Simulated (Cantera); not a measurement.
An isothermal, constant-pressure homogeneous reactor starts with CH4 : H2O = 1 : 0.82 (molar parts), at 1675 K and 0.987 atm. Integrator tolerance rtol = 1e-08.

Detailed kinetics in Cantera: GRI-Mech 3.0 (53 species, 325 reactions).

### Question
What does this change do: temperature 1675 to 1450 K?

### Answer
| quantity | before | after |
|---|---|---|
| x(CH4) at 7.00 s | 0.0167 (gas-phase equilibrium 0.0133) | 0.136 (gas-phase equilibrium 0.0450) |
| x(H2O) at 7.00 s | 0.0200 (gas-phase equilibrium 4.58e-6) | 0.273 (gas-phase equilibrium 1.55e-5) |
| x(HCO) at 7.00 s | 1.80e-8 (gas-phase equilibrium 1.98e-8) | 4.58e-10 (gas-phase equilibrium 3.76e-9) |
| x(H2) at 7.00 s | 0.723 (gas-phase equilibrium 0.740) | 0.441 (gas-phase equilibrium 0.716) |
| x(CH2O) at 7.00 s | 7.46e-8 (gas-phase equilibrium 7.15e-8) | 2.11e-7 (gas-phase equilibrium 7.52e-8) |
